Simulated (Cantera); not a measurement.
Input: 1 mol SiH4, 1.2 mol NO, at 1698.15 K.

These are equilibrium values from Cantera (NASA tables, ideal gas, pure condensed phases), not measurements of a reactor. Candidate condensed phases: H2O, Si, SiO2, Si2N2O, Si3N4; 35 gas species. Mutual solubility and eutectic melting of coexisting phases are not modelled. The tables hold silica as quartz up to 1696 K and as liquid above; real silica turns to tridymite and cristobalite and melts near 1996 K. Rates play no part.

Q: What share of the Si ends up in condensed phases as a function of P (Pa), at 5, 17, 59, 210, 710, 2400, 8400, 29000, 100000?

A: 
```
P (Pa)  Si condensed (%)                           as
------  ----------------  ---------------------------
5                   15.8              SiO2(condensed)
17                  18.7              SiO2(condensed)
59                  19.6              SiO2(condensed)
210                 19.9              SiO2(condensed)
710                 20.0              SiO2(condensed)
2400                83.5  SiO2(condensed) + Si2N2O(s)
8400                97.1  SiO2(condensed) + Si2N2O(s)
29000               99.4  SiO2(condensed) + Si2N2O(s)
100000              99.9  SiO2(condensed) + Si2N2O(s)
```
